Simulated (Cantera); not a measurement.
**Gas-phase reforming**

An isothermal, constant-pressure homogeneous reactor starts with 67.1 % CH4, 32.9 % CO2, at 1525 K and 100.0 Torr.

Cantera simulation using GRI-Mech 3.0 (53 species, 325 reactions); the numbers are that mechanism's predictions, not measurements. GRI-Mech 3.0 stops at C3 and has no aromatics, soot or wall deposition, so with more carbon than oxygen in the feed, carbon stays in small species such as C2H2 where larger ones or solid carbon would form.

```tsv
t (s)	x CH4	x CO2	x CH3	x CH2	x CO	x C2H4
0.000200	0.671	0.329	4.40e-5	1.15e-10	1.30e-7	5.36e-8
0.000462	0.671	0.329	9.94e-5	5.85e-10	3.14e-7	6.69e-7
0.00107	0.671	0.329	0.000207	2.51e-9	8.80e-7	7.41e-6
0.00247	0.670	0.329	0.000349	7.03e-9	3.23e-6	6.05e-5
0.00570	0.669	0.329	0.000505	1.45e-8	1.44e-5	0.000348
0.0132	0.663	0.328	0.000703	2.77e-8	7.60e-5	0.00169
0.0304	0.645	0.325	0.000835	3.96e-8	0.000415	0.00610
0.0702	0.597	0.315	0.000757	3.55e-8	0.00198	0.0109
0.162	0.515	0.293	0.000604	2.68e-8	0.00794	0.00867
0.375	0.402	0.251	0.000459	2.11e-8	0.0270	0.00493
0.866	0.266	0.177	0.000323	1.87e-8	0.0745	0.00300
2.00	0.137	0.0801	0.000198	1.92e-8	0.149	0.00220
```
x: mole fraction; the columns are a selection and need not sum to one.

Equilibrium at this temperature and pressure: CH4 0.0107, CO2 7.27e-8, CH3 1.86e-5, CH2 1.37e-9, CO 0.333, C2H4 0.00135 (gas phase only).
